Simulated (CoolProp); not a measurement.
Vapour-liquid equilibrium of carbon dioxide (1) + R227EA (2) at -19.65 °C; x and y are mole fractions of (1).

Values from CoolProp's multi-fluid Helmholtz-energy mixture model, Span 1996 and Lemmon 2016; pair parameters Bell 2016.

```
x     bubble pressure (bar)  y at the bubble point  dew pressure at overall composition x (bar)  liquid density (mol/L)
----  ---------------------  ---------------------  -------------------------------------------  ----------------------
0.05                  1.683                  0.489                                       0.9220                   9.474
0.15                      …                      …                                        1.029                   10.18
0.25                  5.074                  0.850                                        1.163                   10.98
0.35                  6.808                  0.897                                            …                   11.89
0.45                      …                  0.926                                        1.568                   12.93
0.55                  10.36                  0.946                                        1.897                   14.13
0.65                  12.23                  0.962                                        2.400                   15.55
0.75                  14.23                  0.975                                        3.262                   17.25
0.85                  16.38                  0.986                                        5.069                   19.31
0.95                      …                  0.996                                        10.79                       …
```

Q: Some entries are withheld; supply them.

A: 
- 0.15, bubble pressure (bar): 3.358
- 0.15, y at the bubble point: 0.758
- 0.35, dew pressure at overall composition x (bar): 1.336
- 0.45, bubble pressure (bar): 8.563
- 0.95, bubble pressure (bar): 18.71
- 0.95, liquid density (mol/L): 21.87

No azeotrope shows between x = 0.05 and 0.95.

Pair parameters are fitted to limited data, so mixtures are less certain than the pure fluids.
